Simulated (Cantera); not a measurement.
**Premixed flame**

A freely propagating, adiabatic, planar premixed flame of C3H8 : O2 : N2 = 1 : 5.81 : 17.4 (molar parts), unburnt at 300 K and 5.40 bar; multicomponent transport, grid criteria slope 0.08 and curve 0.16, no radiation.

Computed with Cantera and GRI-Mech 3.0 (53 species, 325 reactions). GRI-Mech 3.0 was tuned for natural gas; its chemistry of propane as a main component is partial and can be far from experiment. Burning velocities carry a grid error of a few per cent, more on coarse grids.

```
z (mm)   T (K)  u (m/s)    x C3H8    x O2      x CO    x C2H2      x H2    x C2H4
-------  -----  -------  --------  ------  --------  --------  --------  --------
-0.224     300    0.401    0.0413   0.240   2.58e-6     <1e-8  0.000389   1.45e-7
-0.149     301    0.402    0.0413   0.240   1.89e-5   5.96e-8   0.00109   1.32e-6
-0.112     305    0.408    0.0412   0.239  0.000131   5.47e-7   0.00221   1.28e-5
-0.0747    353    0.475    0.0409   0.234   0.00156   1.01e-5   0.00481  0.000256
-0.0374    792     1.09    0.0324   0.190    0.0167  0.000171   0.00919   0.00422
-0.0187   1263     1.79    0.0142   0.141    0.0363  0.000445    0.0113   0.00850
0         1728     2.49  0.000578  0.0889    0.0549  0.000713    0.0109   0.00387
0.0187    1947     2.80   4.14e-7  0.0608    0.0497  0.000115   0.00747  0.000155
0.0374    2043     2.92     <1e-8  0.0502    0.0372   3.48e-6   0.00575   2.21e-6
0.0747    2153     3.05     <1e-8  0.0425    0.0237     <1e-8   0.00470     <1e-8
0.149     2258     3.18     <1e-8  0.0374    0.0147     <1e-8   0.00331     <1e-8
0.299     2332     3.27     <1e-8  0.0342   0.00894     <1e-8   0.00200     <1e-8
0.598     2366     3.31     <1e-8  0.0326   0.00593     <1e-8   0.00136     <1e-8
```
x: mole fraction of selected species; z is measured from the peak of heat release.

```
Item                         Result
------------------------  ---------
laminar burning velocity  40.0 cm/s
thermal thickness         0.0747 mm
peak x(CO)                   0.0559
peak x(C2H2)               0.000732
peak x(H2)                   0.0117
peak x(C2H4)                0.00869
```
